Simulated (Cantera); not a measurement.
Mixture: CH4 : O2 : N2 = 1 : 1.25 : 4.7 (molar parts), at 7500 Torr, adiabatic and at constant volume. Ignition delay is the time to a rise of 400 K.

Computed with Cantera and GRI-Mech 3.0 (53 species, 325 reactions).

**Question.** What does this change do: CH4 1 to 0.42 parts?

**Answer.** 
```
quantity                                                before       after
--------------------------------------------------  ----------  ----------
delay at 1098 K                                        22.0 ms     15.0 ms
delay at 1198 K                                        5.86 ms     3.90 ms
delay at 1298 K                                        1.78 ms     1.19 ms
delay at 1398 K                                       0.595 ms    0.408 ms
delay at 1498 K                                       0.216 ms    0.154 ms
delay at 1598 K                                        84.1 µs     63.8 µs
apparent activation energy between 1398 and 1598 K  180 kJ/mol  170 kJ/mol
```
